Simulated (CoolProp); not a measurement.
n-hexane at 287.77 K and 0.00532 MPa is compressed adiabatically to 0.0266 MPa with isentropic efficiency 0.85. Each further row changes one setting.

Model: reference Helmholtz-energy equation of state, Thol 2019, in CoolProp.

```json
[
 {"case": "as stated", "work (kJ/kg)": "54.6", "final temperature (K)": "321.0", "final density (kg/m³)": "0.873"},
 {"case": "efficiency 1", "work (kJ/kg)": "46.4", "final temperature (K)": "316.3", "final density (kg/m³)": "0.886"},
 {"case": "efficiency 0.65", "work (kJ/kg)": "71.5", "final temperature (K)": "330.3", "final density (kg/m³)": "0.846"}
]
```
